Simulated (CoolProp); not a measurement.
CH2F2 (R32) at several states: Z from the reference equation and from simpler models built on Tc = 351.3 K, pc = 5783 kPa, ω = 0.277; each cubic takes its own stable root.

Computed with CoolProp (reference Helmholtz-energy equation of state, Tillner-Roth 1997).

```csv
T (K),p (kPa),phase,reference
247.8,1910,liquid,0.04227
432.9,4930,gas,0.8403
295.6,4140,liquid,0.08886
185.2,191,liquid,0.004930
321.1,13100,liquid,0.2721
```

**Question.** How far does each simpler model (van der Waals, Redlich-Kwong, Soave-Redlich-Kwong) lie from the reference over these 5 states: mean and median of the absolute difference, and the worst?

**Answer.** 
- van der Waals: mean 3909.4 %, median 90.6 %, worst +19287.4 % at 185.2 K and 191 kPa
- Redlich-Kwong: mean 27.4 %, median 32.8 %, worst +37.2 % at 295.6 K and 4140 kPa
- Soave-Redlich-Kwong: mean 24.1 %, median 29.4 %, worst +30.4 % at 295.6 K and 4140 kPa

At some of these states van der Waals gives the other phase, because its saturation line lies elsewhere.
